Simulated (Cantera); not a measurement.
Feed: 1 mol SiF4, 6.4 mol NO, 0.82 mol H2, held at 625 °C and 0.100 bar.

Cantera equilibrium calculation (NASA polynomials, part measured and part estimated; ideal gas, pure solids and liquids). Candidate condensed phases: H2O, Si, SiO2, Si2N2O, Si3N4; 58 gas species. Kinetics and transport are ignored.

Base state: N2 0.399, O2 0.348, HF 0.105, SiF4 0.0984, H2O 0.0497 (mole fractions); condensed: SiO2(β-quartz).

**Question.** What changes in the equilibrium state with this change: pressure from 0.100 bar to 35.0 Pa?

**Answer.** 
```csv
species,before,after
N2,0.399,0.391
O2,0.348,0.341
HF,0.105,0.181
H2O,0.0497,0.00983
SiF4,0.0984,0.0770
"SiO2(β-quartz), mol",0.211,0.370
```
